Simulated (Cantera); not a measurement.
What does this Cantera script print?

```python
import numpy as np
import cantera as ct

gas_names = """
    CL CL2 H HCL H2 Si SiCL SiCL2 SiCL3 SiCL4 SiH SiHCL3 SiH2 SiH2CL2 SiH3 SiH3CL SiH4 Si2 Si3
""".split()
cond_names = """
    Si(cr) Si(L)
""".split()


# ... load() reads the species with a 1 bar reference pressure and builds the phases ...
atoms = {
    'SiH2Cl2': {'Si': 1, 'H': 2, 'CL': 2},
    'Cl2': {'CL': 2},
    'H2': {'H': 2},
}
top_T = {}  # K; cautious upper limits of use, not melting points


# ... equilibrate(T, P, feed) seeds the gas with the atoms and calls Mixture.equilibrate('TP', solver="vcs", rtol=1e-11, max_steps=5000) ...
results = []
feed = {'SiH2Cl2': 1, 'Cl2': 0.036, 'H2': 13}  # mol
T = 823.15  # K
P = 1333.22  # Pa
mix = equilibrate(T, P, feed)
results.append((T, P, feed, dict(zip(mix.species_names, mix.species_moles))))
x = sorted(zip(gas.X, gas.species_names), reverse=True)
print(f"T = {T:g} K  P = {P:g} Pa  gas = {mix.phase_moles(0):.4g} mol")
print("   x: " + "  ".join(f"{s} {v:.3e}" for v, s in x if v > 1e-05))
print("   condensed (mol): " + ("  ".join(f"{mix.phase(i).name} {mix.phase_moles(i):.4g}"
      for i in range(1, mix.n_phases) if mix.phase_moles(i) > 1e-12) or "none"))
```

Output:

```
T = 823.15 K  P = 1333.22 Pa  gas = 14.5 mol
   x: H2 9.591e-01  SiCL4 2.847e-02  SiHCL3 8.083e-03  HCL 4.084e-03  SiH2CL2 1.931e-04  SiCL3 7.797e-05  SiCL2 1.914e-05
   condensed (mol): Si(cr) 0.4657
```

Method: chemical equilibrium by Gibbs-energy minimisation in Cantera with the NASA 1993 tables (ideal gas, pure condensed phases). The tables' values for SiCl3 are old estimates; treat these amounts as uncertain.
